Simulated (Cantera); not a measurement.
Input: 1 mol Si3N4, 0.0011 mol H2O, 9.7 mol H2, 0.0037 mol O2, held at 1.30 mbar.

Method: chemical equilibrium by Gibbs-energy minimisation in Cantera with the NASA 1993 tables (ideal gas, pure condensed phases). Candidate condensed phases: H2O, Si, SiO2, Si2N2O, Si3N4; 35 gas species. Mutual solubility and eutectic melting of coexisting phases are not modelled. Gases not in the tables: Si2H6 and higher silanes. The numbers say what is thermodynamically allowed, not how fast it happens.

Which condensed phases are stable at each of these points (T (K)): 1173, 1248, 1323, 1398, 1473, 1548, 1623, 1698, 1773, 1848, 1923, 1998?


```csv
T (K),condensed phases,Si condensed (%)
1173,Si2N2O(s) + Si3N4(s),100.0
1248,Si2N2O(s) + Si3N4(s),100.0
1323,Si(s) + Si2N2O(s) + Si3N4(s),100.0
1398,Si(s) + Si2N2O(s) + Si3N4(s),100.0
1473,Si(s) + Si2N2O(s) + Si3N4(s),99.9
1548,Si(s) + Si3N4(s),99.7
1623,Si(s),99.7
1698,Si(l),99.5
1773,Si(l),99.0
1848,Si(l),97.7
1923,Si(l),94.1
1998,Si(l),85.4
```

From 1173 K to 1248 K the condensed part is Si2N2O(s) + Si3N4(s). From 1323 K to 1473 K the condensed part is Si(s) + Si2N2O(s) + Si3N4(s). At 1548 K the condensed part is Si(s) + Si3N4(s). At 1623 K the condensed part is Si(s). From 1698 K to 1998 K the condensed part is Si(l).
